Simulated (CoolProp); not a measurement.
Vapour-liquid equilibrium of carbon dioxide (1) + neopentane (2) at -0.35 °C; x and y are mole fractions of (1).

Model: multi-fluid Helmholtz-energy mixture model, Span 1996 and Lemmon 2006; pair parameters Bell 2016, in CoolProp.

| x | bubble pressure (bar) | y at the bubble point | dew pressure at overall composition x (bar) | liquid density (mol/L) |
|---|---|---|---|---|
| 0.05 | 2.854 | (withheld) | 0.7372 | 8.779 |
| 0.2 | 9.473 | (withheld) | 0.8778 | 9.796 |
| 0.35 | 15.15 | 0.951 | (withheld) | (withheld) |
| 0.5 | 19.44 | 0.963 | (withheld) | 12.44 |
| 0.65 | 22.98 | 0.971 | 2.018 | 14.23 |
| 0.8 | 26.88 | 0.980 | 3.552 | 16.54 |
| 0.95 | (withheld) | 0.994 | 14.71 | 19.74 |

**Question.** Fill in the missing entries.

**Answer.** 
- 0.05, y at the bubble point: 0.752
- 0.2, y at the bubble point: 0.923
- 0.35, dew pressure at overall composition x (bar): 1.083
- 0.35, liquid density (mol/L): 11.00
- 0.5, dew pressure at overall composition x (bar): 1.410
- 0.95, bubble pressure (bar): 32.26

No azeotrope shows between x = 0.05 and 0.95.

Pair parameters are fitted to limited data, so mixtures are less certain than the pure fluids. The gap from Raoult's law changes sign with composition, which may be real or a fault of the pair parameters; it wasn't checked against measurements.
